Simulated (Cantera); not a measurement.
A closed system holds: 1 mol FeS, 640 mol H2, 0.073 mol H2O, held at 1423 K and 3.50 mbar.

Method: chemical equilibrium by Gibbs-energy minimisation in Cantera with the NASA 1993 tables (ideal gas, pure condensed phases). Candidate condensed phases: Fe, FeO, Fe(OH)2, Fe(OH)3, FeS, FeSO4, FeS2, Fe2O3, Fe2(SO4)3, Fe3O4, H2O, H2SO4, S; 22 gas species. Kinetics and transport are ignored.

Base state: H2 0.998, H2S 0.00146, H2O 0.000114, H 0.000112, SH 5.40e-5, S2 2.12e-5 (mole fractions); condensed: Fe(γ).

### Question
What changes in the equilibrium state with this change: FeS replaced by Fe2O3?

### Answer
| species | before | after |
|---|---|---|
| H2 | 0.998 | 0.995 |
| H2O | 0.000114 | 0.00480 |
| H | 0.000112 | 0.000112 |
| H2S | 0.00146 | 0 |
| SH | 5.40e-5 | 0 |
| S2 | 2.12e-5 | 0 |
| Fe(γ), mol | 0.995 | 2.00 |

### Question
What changes in the equilibrium state with this change: H2 from 640 to 26 mol?

### Answer
| species | before | after |
|---|---|---|
| H2 | 0.998 | 0.983 |
| H2S | 0.00146 | 0.0118 |
| H2O | 0.000114 | 0.00279 |
| S2 | 2.12e-5 | 0.00142 |
| S | 1.24e-6 | 1.01e-5 |
| SH | 5.40e-5 | 0.000439 |
| H | 0.000112 | 0.000111 |
| Fe(γ), mol | 0.995 | 0.394 |
| FeS(s), mol | 0 | 0.606 |
Metal and sulfide melt together well below either melting point, which pure phases cannot show. Mutual solubility and eutectic melting of coexisting phases are not modelled. FeS: taken at fixed stoichiometry.

### Question
What changes in the equilibrium state with this change: temperature from 1423 K to 2148 K?

### Answer
```csv
species,before,after
H2,0.998,0.929
H,0.000112,0.0679
Fe,7.62e-6,0.00151
S,1.24e-6,0.000767
H2S,0.00146,0.000129
SH,5.40e-5,0.000541
S2,2.12e-5,3.35e-5
H2O,0.000114,0.000108
"Fe(γ), mol",0.995,0
```
